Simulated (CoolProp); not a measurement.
A closed Brayton cycle with carbon dioxide: compressor inlet 307.15 K and 9.4 MPa, high pressure 25 MPa, turbine inlet 740 K, compressor efficiency 0.85, turbine efficiency 0.85, recuperator effectiveness 0 (on enthalpy, no pinch check). Each further row changes one setting.

Model: reference Helmholtz-energy equation of state, Span 1996, in CoolProp.

```csv
case,thermal efficiency (%),net work (kJ/kg),compressor to turbine work,compressor exit (K),turbine exit (K)
as stated,13.5,82.7,0.23,332.7,635.0
turbine inlet 690 K,13.4,73.9,0.25,332.7,?
compressor inlet 317.15 K,?,72.3,0.32,?,635.0
high pressure 21.2 MPa,?,?,0.21,?,652.4
recuperator effectiveness 0.5,19.7,82.7,0.23,332.7,635.0
```

**Question.** Some entries are withheld; supply them.

**Answer.** 
- turbine inlet 690 K, turbine exit (K): 588.6
- compressor inlet 317.15 K, thermal efficiency (%): 13.7
- compressor inlet 317.15 K, compressor exit (K): 371.0
- high pressure 21.2 MPa, thermal efficiency (%): 11.5
- high pressure 21.2 MPa, net work (kJ/kg): 71.7
- high pressure 21.2 MPa, compressor exit (K): 327.6
